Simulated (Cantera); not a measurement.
A diamond (100) surface in a fixed gas of H2 with x(CH4) = 0.0026, x(H) = 0.00036, x(CH3) = 0.0016, at 1000 K; coverages are run to steady state.

Computed with Cantera and the Harris–Goodwin 1993 mechanism for the reconstructed diamond (100) surface.

θ: site fractions in the mechanism's names (c6HH fully hydrogenated, c6H* and c6*H radical sites, c6** diradical, c6HM methylated).

```tsv
P (Pa)	growth (µm/h)	θ c6HH	θ c6H*	θ c6*H	θ c6**	θ c6HM
1400	1.71	0.325	0.00924	0.189	?	0.345
2100	2.87	0.289	0.00815	0.167	?	0.389
3100	4.59	0.261	0.00729	0.149	?	0.424
4500	7.06	0.240	0.00663	0.136	?	0.450
6600	10.8	0.223	0.00612	0.125	0.00141	0.471
9800	16.5	0.210	0.00573	0.117	0.00132	0.486
14000	24.1	0.202	0.00548	0.112	0.00126	0.496
21000	36.7	0.195	0.00528	0.108	0.00122	0.504
```

Q: Some entries are withheld; supply them.

A: 
- 1400, θ c6**: 0.00214
- 2100, θ c6**: 0.00188
- 3100, θ c6**: 0.00168
- 4500, θ c6**: 0.00153
